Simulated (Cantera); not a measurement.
Low-pressure radical oxidation in H2/O2

An isothermal, constant-pressure homogeneous reactor starts with H₂ : O₂ : N₂ = 0.13 : 1 : 1.4 (molar parts), at 1175 K and 2670 Pa.

Model: the H2/O2 subset of GRI-Mech 3.0, which has no nitrogen chemistry, integrated in Cantera. Radical loss at walls, strong at low pressure, is not modelled. The temperature is held fixed by assumption; the heat of reaction is taken as removed at once.

```
t (s)         x H₂   x O₂      x OH       x O     x HO₂    x H₂O₂
--------  --------  -----  --------  --------  --------  --------
2.00e-6     0.0514  0.395    <1e-12    <1e-12  4.60e-11    <1e-12
1.00e-5     0.0514  0.395  1.72e-11  1.81e-11  2.31e-10    <1e-12
5.02e-5     0.0514  0.395  2.97e-10  3.70e-10   1.16e-9    <1e-12
0.000252    0.0514  0.395   6.07e-9   9.78e-9   5.89e-9  4.86e-12
0.00126     0.0511  0.395   6.89e-5  0.000115   1.15e-6   1.19e-9
0.00632    0.00130  0.366   0.00244    0.0183   4.22e-6   1.39e-7
0.0317    0.000301  0.376   0.00117   0.00390   3.04e-6   1.45e-7
0.159      1.53e-5  0.379  0.000264  0.000199   6.41e-7   5.64e-8
0.796      9.03e-7  0.379   6.56e-5   1.22e-5   6.46e-8   1.05e-8
3.99       9.75e-8  0.379   2.19e-5   1.35e-6   9.03e-9   1.82e-9
20.0       1.53e-8  0.379   8.71e-6   2.15e-7   3.58e-9  3.48e-10
```
x: mole fraction; the columns are a selection and need not sum to one.

Equilibrium at this temperature and pressure: H₂ 3.95e-9, O₂ 0.379, OH 4.42e-6, O 5.54e-8, HO₂ 4.62e-9, H₂O₂ 1.01e-10 (gas phase only).
